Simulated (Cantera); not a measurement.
Cantera run, input and output.

```python
import numpy as np
import cantera as ct

gas = ct.Solution("SiF4_NH3_mec.yaml", "gas")
gas.TPX = 2025, 101325, {'NH3': 1, 'H2': 0.1}
reactor = ct.IdealGasConstPressureReactor(gas, energy="off", clone=False)
net = ct.ReactorNet([reactor])
net.rtol, net.atol = 1e-08, 1e-18
show = ['NH3', 'H2', 'H', 'N', 'N2', 'N2H2', 'NH']
times = np.geomspace(4e-05, 2, 15)

steps = ct.SolutionArray(gas, extra=["t"])
rows = []
print(f"{'t/s':>10s}{'T/K':>9s}{'P/Pa':>11s}" + "".join(f"{s:>11s}" for s in show))
for t in times:
    while net.time < t:
        t_next = net.step()
        steps.append(gas.state, t=t_next)
    rows.append([np.interp(t, steps.t, y) for y in (steps.T, steps.P, *steps(*show).X.T)])
    print(f"{t:10.3e}{rows[-1][0]:9.1f}{rows[-1][1]:11.4g}" + "".join(f"{x:11.3e}" for x in rows[-1][2:]))
rate = np.gradient(steps.T, steps.t)
print("integrator steps:", len(steps.t))
if steps.T.max() > steps.T[0] + 200:
    print(f"time of steepest temperature rise: {steps.t[rate.argmax()]:.4e} s")
gas.TPX = 2025, 101325, {'NH3': 1, 'H2': 0.1}
gas.equilibrate("TP")
print(f"equilibrium (TP): T = {gas.T:.1f} K  " + "  ".join(f"{s} {gas[s].X[0]:.3e}" for s in show))
```

Result:

```
       t/s      T/K       P/Pa        NH3         H2          H          N         N2       N2H2         NH
 4.000e-05   2025.0  1.013e+05  9.076e-01  9.145e-02  3.090e-05  1.218e-07  4.172e-05  2.972e-06  6.528e-06
 8.664e-05   2025.0  1.013e+05  9.055e-01  9.268e-02  4.654e-05  3.171e-07  3.989e-04  7.533e-06  1.301e-05
 1.876e-04   2025.0  1.013e+05  9.007e-01  9.617e-02  5.161e-05  3.786e-07  1.618e-03  8.733e-06  1.463e-05
 4.064e-04   2025.0  1.013e+05  8.904e-01  1.038e-01  5.564e-05  3.994e-07  4.331e-03  8.562e-06  1.480e-05
 8.803e-04   2025.0  1.013e+05  8.686e-01  1.199e-01  6.408e-05  4.380e-07  1.005e-02  8.173e-06  1.507e-05
 1.907e-03   2025.0  1.013e+05  8.241e-01  1.528e-01  8.169e-05  5.050e-07  2.174e-02  7.425e-06  1.544e-05
 4.130e-03   2025.0  1.013e+05  7.385e-01  2.160e-01  1.172e-04  6.015e-07  4.418e-02  6.146e-06  1.575e-05
 8.944e-03   2025.0  1.013e+05  5.928e-01  3.236e-01  1.855e-04  7.105e-07  8.242e-02  4.338e-06  1.553e-05
 1.937e-02   2025.0  1.013e+05  3.906e-01  4.728e-01  3.073e-04  8.052e-07  1.354e-01  2.396e-06  1.418e-05
 4.196e-02   2025.0  1.013e+05  1.859e-01  6.240e-01  5.119e-04  8.560e-07  1.892e-01  9.190e-07  1.130e-05
 9.088e-02   2025.0  1.013e+05  5.302e-02  7.219e-01  8.612e-04  7.967e-07  2.240e-01  1.935e-07  7.009e-06
 1.968e-01   2025.0  1.013e+05  8.282e-03  7.545e-01  1.404e-03  4.857e-07  2.357e-01  1.556e-08  2.701e-06
 4.263e-01   2025.0  1.013e+05  1.585e-03  7.593e-01  1.649e-03  1.488e-07  2.375e-01  8.673e-10  7.066e-07
 9.234e-01   2025.0  1.013e+05  5.209e-04  7.600e-01  1.674e-03  5.107e-08  2.378e-01  9.790e-11  2.390e-07
 2.000e+00   2025.0  1.013e+05  2.104e-04  7.603e-01  1.678e-03  2.074e-08  2.378e-01  1.657e-11  9.690e-08
integrator steps: 1435
equilibrium (TP): T = 2025.0 K  NH3 6.300e-06  H2 7.604e-01  H 1.678e-03  N 6.216e-10  N2 2.379e-01  N2H2 6.385e-13  NH 2.903e-09
```

Model: the gas-phase N/H chemistry of the illustrative SiF4/NH3 mechanism in the Surface Chemkin manual (1991), integrated in Cantera. Walls and surfaces, which speed up NH3 decomposition in real reactors, are not modelled.
